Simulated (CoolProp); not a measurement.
A single-stage vapour-compression cycle with hydrogen sulfide: evaporating at 263.15 K (dew point), condensing at 316.15 K (bubble point), superheat 10 K, subcooling 5 K, compressor efficiency 0.65, no pressure losses. Each further row changes one setting.

Model: reference Helmholtz-energy equation of state, Lemmon 2006, in CoolProp. It is a short technical equation, of lower accuracy than the large ones.

```json
[
 {"case": "as stated", "cooling COP": "2.50", "pressure ratio": "4.02", "discharge temperature (K)": "432.8", "refrigerating effect (kJ/kg)": "386", "volumetric capacity (kJ/m³)": "4800"},
 {"case": "evaporating temperature 268.15 K", "cooling COP": "2.86", "pressure ratio": "___", "discharge temperature (K)": "419.2", "refrigerating effect (kJ/kg)": "389", "volumetric capacity (kJ/m³)": "___"},
 {"case": "condensing temperature 311.15 K", "cooling COP": "2.83", "pressure ratio": "___", "discharge temperature (K)": "___", "refrigerating effect (kJ/kg)": "398", "volumetric capacity (kJ/m³)": "4940"},
 {"case": "subcooling 10 K", "cooling COP": "___", "pressure ratio": "4.02", "discharge temperature (K)": "432.8", "refrigerating effect (kJ/kg)": "398", "volumetric capacity (kJ/m³)": "4940"},
 {"case": "superheat 20 K", "cooling COP": "2.45", "pressure ratio": "4.02", "discharge temperature (K)": "448.7", "refrigerating effect (kJ/kg)": "398", "volumetric capacity (kJ/m³)": "4720"},
 {"case": "compressor efficiency 0.55", "cooling COP": "___", "pressure ratio": "4.02", "discharge temperature (K)": "___", "refrigerating effect (kJ/kg)": "386", "volumetric capacity (kJ/m³)": "4800"}
]
```

Fill in the missing entries.


- evaporating temperature 268.15 K, pressure ratio: 3.44
- evaporating temperature 268.15 K, volumetric capacity (kJ/m³): 5600
- condensing temperature 311.15 K, pressure ratio: 3.60
- condensing temperature 311.15 K, discharge temperature (K): 418.2
- subcooling 10 K, cooling COP: 2.57
- compressor efficiency 0.55, cooling COP: 2.11
- compressor efficiency 0.55, discharge temperature (K): 456.5
